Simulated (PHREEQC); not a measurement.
Make-up at 25 °C: 0.0029 mol NiSO4 and 0.016 mol NiCl2 per kg of water. Closed to the air; pH follows from the charge balance.

Equilibrium calculation in PHREEQC: ion-association model, wateq4f.dat.

This is a speciation only: nothing precipitates in the calculation.

### Question
Order these Ni species by the share of Ni that they hold, largest first: NiCl2, Ni+2, NiSO4, NiCl+.

### Answer
Ni+2 (90 %), NiSO4 (6.1 %), NiCl+ (3.1 %), NiCl2 (0.23 %)

The pH is 6.00 and the ionic strength 0.0537 mol/kgw.
